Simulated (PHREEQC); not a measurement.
Dissolve 0.012 mol/kgw HF and 0.012 mol/kgw NaF at 25 °C. Closed to the air; pH follows from the charge balance.

The numbers come from PHREEQC with the ion-association model, phreeqc.dat.

No solid was allowed to form.

Question: Estimate the pH, specific conductance.

Answer: pH 3.18; specific conductance 1400 µS/cm.

Question: In which forms is F present?

Answer: F- 51 %, HF 45 %, HF2- 4.2 % of the F.

Species that the database lacks are ignored.
